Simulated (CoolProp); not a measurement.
Properties of CHF3 (R23) along the isotherm 343.3 K (Tc = 299.3 K, pc = 4.832 MPa, ω = 0.263).

The numbers come from the reference Helmholtz-energy equation of state, Penoncello 2003 in CoolProp.

| p (MPa) | phase | density (kg/m³) | cp (kJ/(kg K)) | isothermal compressibility (1/MPa) | viscosity (µPa s) | Prandtl number | fugacity coefficient |
|---|---|---|---|---|---|---|---|
| 0.00764 | gas | 0.1875 | 0.7942 | 130.9 | 17.0 | 0.851 | 0.9996 |
| 0.0136 | gas | 0.3338 | 0.7945 | 73.58 | 17.0 | 0.850 | 0.9994 |
| 0.0242 | gas | 0.5943 | 0.7950 | 41.37 | 17.0 | 0.850 | 0.9989 |
| 0.043 | gas | 1.057 | 0.7958 | 23.30 | 17.0 | 0.849 | 0.9980 |
| 0.0764 | gas | 1.881 | 0.7972 | 13.14 | 17.0 | 0.848 | 0.9965 |
| 0.136 | gas | 3.357 | 0.7998 | 7.400 | 17.0 | 0.846 | 0.9937 |
| 0.242 | gas | 6.004 | 0.8045 | 4.180 | 17.0 | 0.844 | 0.9888 |
| 0.43 | gas | 10.76 | 0.8131 | 2.374 | 17.0 | 0.841 | 0.9802 |
| 0.764 | gas | 19.44 | 0.8292 | 1.359 | 17.0 | 0.837 | 0.9649 |
| 1.36 | gas | 35.68 | 0.8611 | 0.7879 | 17.1 | 0.836 | 0.9380 |
| 2.42 | gas | 67.33 | 0.9300 | 0.4717 | 17.5 | 0.848 | 0.8912 |

Viscosity comes from a separate model (Shan 2000). Thermal conductivity comes from a separate model (Shan 2000).
